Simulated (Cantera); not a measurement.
A Cantera script and its output.

```python
import numpy as np
import cantera as ct

gas = ct.Solution("gri30.yaml")
gas.TPX = 1375, 2666, {'H2': 0.054, 'O2': 1}
reactor = ct.IdealGasConstPressureReactor(gas, energy="off", clone=False)
net = ct.ReactorNet([reactor])
net.rtol, net.atol = 1e-08, 1e-18
show = ['H2', 'O2', 'H', 'H2O2', 'HO2', 'H2O']
times = np.geomspace(0.001, 90, 13)

steps = ct.SolutionArray(gas, extra=["t"])
rows = []
print(f"{'t/s':>10s}{'T/K':>9s}{'P/Pa':>11s}" + "".join(f"{s:>11s}" for s in show))
for t in times:
    while net.time < t:
        t_next = net.step()
        steps.append(gas.state, t=t_next)
    rows.append([np.interp(t, steps.t, y) for y in (steps.T, steps.P, *steps(*show).X.T)])
    print(f"{t:10.3e}{rows[-1][0]:9.1f}{rows[-1][1]:11.4g}" + "".join(f"{x:11.3e}" for x in rows[-1][2:]))
rate = np.gradient(steps.T, steps.t)
print("integrator steps:", len(steps.t))
if steps.T.max() > steps.T[0] + 200:
    print(f"time of steepest temperature rise: {steps.t[rate.argmax()]:.4e} s")
gas.TPX = 1375, 2666, {'H2': 0.054, 'O2': 1}
gas.equilibrate("TP")
print(f"equilibrium (TP): T = {gas.T:.1f} K  " + "  ".join(f"{s} {gas[s].X[0]:.3e}" for s in show))
```

Output:

```
       t/s      T/K       P/Pa         H2         O2          H       H2O2        HO2        H2O
 1.000e-03   1375.0       2666  1.125e-03  9.066e-01  6.484e-03  1.303e-07  4.290e-06  4.385e-02
 2.587e-03   1375.0       2666  8.196e-04  9.094e-01  5.401e-03  1.148e-07  4.060e-06  4.513e-02
 6.694e-03   1375.0       2666  6.744e-04  9.167e-01  3.930e-03  1.115e-07  3.821e-06  4.650e-02
 1.732e-02   1375.0       2666  4.239e-04  9.285e-01  1.885e-03  1.002e-07  3.220e-06  4.866e-02
 4.481e-02   1375.0       2666  1.672e-04  9.398e-01  4.510e-04  7.315e-08  2.082e-06  5.071e-02
 1.159e-01   1375.0       2666  4.115e-05  9.453e-01  5.422e-05  3.913e-08  8.893e-07  5.183e-02
 3.000e-01   1375.0       2666  8.256e-06  9.468e-01  4.858e-06  1.623e-08  2.721e-07  5.227e-02
 7.762e-01   1375.0       2666  1.748e-06  9.472e-01  4.743e-07  5.930e-09  8.599e-08  5.244e-02
 2.008e+00   1375.0       2666  4.415e-07  9.473e-01  6.043e-08  2.170e-09  5.070e-08  5.251e-02
 5.196e+00   1375.0       2666  1.530e-07  9.474e-01  1.239e-08  1.011e-09  5.825e-08  5.254e-02
 1.344e+01   1375.0       2666  1.035e-07  9.474e-01  6.911e-09  7.963e-10  6.614e-08  5.255e-02
 3.478e+01   1375.0       2666  1.018e-07  9.474e-01  6.741e-09  7.890e-10  6.654e-08  5.255e-02
 9.000e+01   1375.0       2666  1.018e-07  9.474e-01  6.741e-09  7.890e-10  6.654e-08  5.255e-02
integrator steps: 1723
equilibrium (TP): T = 1375.0 K  H2 1.018e-07  O2 9.474e-01  H 6.741e-09  H2O2 7.890e-10  HO2 6.654e-08  H2O 5.255e-02
```

Computed with Cantera and GRI-Mech 3.0 (53 species, 325 reactions). Radical loss at walls, strong at low pressure, is not modelled. The temperature is held fixed by assumption; the heat of reaction is taken as removed at once.
